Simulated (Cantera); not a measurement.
**Equilibrium for silicon oxide and oxynitride deposition: SiF4 + N2O + H2**

Input: 1 mol SiF4, 0.95 mol N2O, 50 mol H2, at 0.200 bar.

Method: chemical equilibrium by Gibbs-energy minimisation in Cantera with the NASA 1993 tables (ideal gas, pure condensed phases). Candidate condensed phases: H2O, Si, SiO2, Si2N2O, Si3N4; 58 gas species. The tables' values for SiF3, SiF2 are old estimates; treat these amounts as uncertain. The tables hold silica as quartz up to 1696 K and as liquid above; real silica turns to tridymite and cristobalite and melts near 1996 K. Kinetics and transport are ignored.

From 1048 K to 1648 K the condensed part is SiO2(β-quartz). From 1748 K to 1848 K the condensed part is SiO2(condensed). The main Si-bearing gas is SiF4 at 1048 K and SiO at 1848 K. The share of Si in condensed phases is highest at 1548 K (44.5 %) and lowest at 1848 K (13.2 %).

| T (K) | log p H2 | log p HF | log p N2 | log p SiF4 | log p SiO | log p H2O | n SiO2(β-quartz) | n SiO2(condensed) |
|---|---|---|---|---|---|---|---|---|
| 1048 | -0.73 | -2.27 | -2.44 | -2.61 | <-12 | -3.03 | 0.353 | 0 |
| 1148 | -0.73 | -2.23 | -2.44 | -2.63 | -12.14 | -3.17 | 0.387 | 0 |
| 1248 | -0.73 | -2.20 | -2.44 | -2.65 | -10.01 | -3.31 | 0.411 | 0 |
| 1348 | -0.73 | -2.18 | -2.44 | -2.66 | -8.19 | -3.44 | 0.427 | 0 |
| 1448 | -0.73 | -2.17 | -2.44 | -2.68 | -6.62 | -3.55 | 0.438 | 0 |
| 1548 | -0.73 | -2.16 | -2.44 | -2.70 | -5.26 | -3.65 | 0.445 | 0 |
| 1648 | -0.73 | -2.14 | -2.44 | -2.75 | -4.12 | -3.69 | 0.438 | 0 |
| 1748 | -0.73 | -2.08 | -2.44 | -2.87 | -3.24 | -3.61 | 0 | 0.366 |
| 1848 | -0.74 | -1.96 | -2.45 | -3.17 | -2.68 | -3.33 | 0 | 0.132 |
log p: log10 of the partial pressure in bar; n: condensed amount in mol.
